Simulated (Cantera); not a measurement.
A freely propagating, adiabatic, planar premixed flame of 24.9 % H₂, 15.8 % O₂, 59.3 % N₂, equivalence ratio 0.79, unburnt at 625 K and 6.51 atm; mixture-averaged transport, grid criteria slope 0.08 and curve 0.16, no radiation.

Cantera simulation using the H2/O2 subset of GRI-Mech 3.0, which has no nitrogen chemistry; the numbers are that mechanism's predictions, not measurements. The hydrogen kinetics of GRI-Mech 3.0 are dated; newer H2 mechanisms differ, most at raised pressure. Burning velocities carry a grid error of a few per cent, more on coarse grids.

Predict: laminar burning velocity; thermal thickness; peak x(H₂O₂); peak x(H); peak x(HO₂); peak x(O).


| Quantity | Result |
|---|---|
| laminar burning velocity | 502 cm/s |
| thermal thickness | 0.0418 mm |
| peak x(H₂O₂) | 0.000103 |
| peak x(H) | 0.0156 |
| peak x(HO₂) | 0.00103 |
| peak x(O) | 0.00783 |
